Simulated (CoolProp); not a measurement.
R142b along the isotherm 196.85 °C: fugacity coefficient from the reference equation and from simpler models built on Tc = 137.1 °C, pc = 4.055 MPa, ω = 0.232; each cubic takes its own stable root.

The numbers come from the reference Helmholtz-energy equation of state, Lemmon 2006 in CoolProp. It is a short technical equation, of lower accuracy than the large ones.

```json
[
 {"p (MPa)": "2.03", "phase": "gas", "reference": "0.8942", "Redlich-Kwong": "0.8890", "Peng-Robinson": "0.8825"},
 {"p (MPa)": "4.05", "phase": "gas", "reference": "0.7940", "Redlich-Kwong": "0.7848", "Peng-Robinson": "0.7765"},
 {"p (MPa)": "6.08", "phase": "supercritical", "reference": "0.6989", "Redlich-Kwong": "0.6864", "Peng-Robinson": "0.6812"},
 {"p (MPa)": "8.11", "phase": "supercritical", "reference": "0.6135", "Redlich-Kwong": "0.6004", "Peng-Robinson": "0.6004"},
 {"p (MPa)": "10.1", "phase": "supercritical", "reference": "0.5469", "Redlich-Kwong": "0.5376", "Peng-Robinson": "0.5395"},
 {"p (MPa)": "12.2", "phase": "supercritical", "reference": "0.4957", "Redlich-Kwong": "0.4909", "Peng-Robinson": "0.4924"},
 {"p (MPa)": "14.2", "phase": "supercritical", "reference": "0.4603", "Redlich-Kwong": "0.4590", "Peng-Robinson": "0.4595"},
 {"p (MPa)": "16.2", "phase": "supercritical", "reference": "0.4340", "Redlich-Kwong": "0.4355", "Peng-Robinson": "0.4346"},
 {"p (MPa)": "18.2", "phase": "supercritical", "reference": "0.4142", "Redlich-Kwong": "0.4180", "Peng-Robinson": "0.4157"},
 {"p (MPa)": "20.3", "phase": "supercritical", "reference": "0.3985", "Redlich-Kwong": "0.4043", "Peng-Robinson": "0.4004"}
]
```
